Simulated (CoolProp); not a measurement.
Vapour-liquid equilibrium of fluoroethane (R161) (1) + R1234yf (2) at 212 K; x and y are mole fractions of (1).

Model: multi-fluid Helmholtz-energy mixture model, Wu 2012 and Lemmon 2022; pair parameters Bell 2016, in CoolProp.

```csv
x,"bubble pressure, mixture model (bar)","bubble pressure, Raoult's law (bar)","y, mixture model","y, Raoult's law"
0.05,0.2040,0.2014,0.085,0.074
0.15,0.2185,0.2115,0.233,0.211
0.25,0.2319,0.2217,0.359,0.336
0.35,0.2442,0.2319,0.467,0.450
0.45,0.2554,0.2420,0.562,0.554
0.55,0.2654,0.2522,0.648,0.650
0.65,0.2744,0.2623,0.727,0.738
0.75,0.2824,0.2725,0.804,0.820
0.85,0.2894,0.2827,0.880,0.896
0.95,0.2953,0.2928,0.959,0.966
```

The largest gap from Raoult's law is +5.5 % in bubble pressure, at x = 0.45. No azeotrope shows between x = 0.05 and 0.95.

The pair parameters rest on a limited set of measurements; away from them the model extrapolates.
